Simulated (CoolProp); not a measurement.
Vapour-liquid equilibrium of R143a (1) + R236FA (2) at 255.8 K; x and y are mole fractions of (1).

Computed with CoolProp (multi-fluid Helmholtz-energy mixture model, Lemmon and Jacobsen 2000 and Pan 2012; pair parameters Bell 2016).

Problem. Give the bubble pressure and the first vapour's composition at x = 0.2, 0.5, 0.8. Is there an azeotrope?

Solution. x = 0.2: 101.3 kPa, y = 0.596; x = 0.5: 187.7 kPa, y = 0.859; x = 0.8: 281.7 kPa, y = 0.961. No azeotrope shows between x = 0.05 and 0.95.

Pair parameters are fitted to limited data, so mixtures are less certain than the pure fluids.
